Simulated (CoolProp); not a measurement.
The fluid at 293.15 K and 2.87 MPa is throttled through a valve to 0.952 MPa with no heat exchange. The same conditions are run with several fluids, on thermodynamics alone (safety and materials aside).

Model: reference Helmholtz-energy equation of state of each fluid (hydrogen sulfide: Lemmon 2006; decamethyltetrasiloxane (MD2M): Thol 2017; R365MFC: Lemmon 2016; R141b: Lemmon 2006; R407C: Lemmon 2003), in CoolProp. Blends and air are pseudo-pure fits.

```csv
fluid,temperature change (K),final phase,final density (kg/m³)
hydrogen sulfide,-22.7,"two-phase, vapour fraction 0.105",133
decamethyltetrasiloxane (MD2M),+0.9,liquid,854
R365MFC,+0.6,liquid,1270
R141b,+0.7,liquid,1240
R407C,-2.9,"two-phase, vapour fraction 0.023",716
```
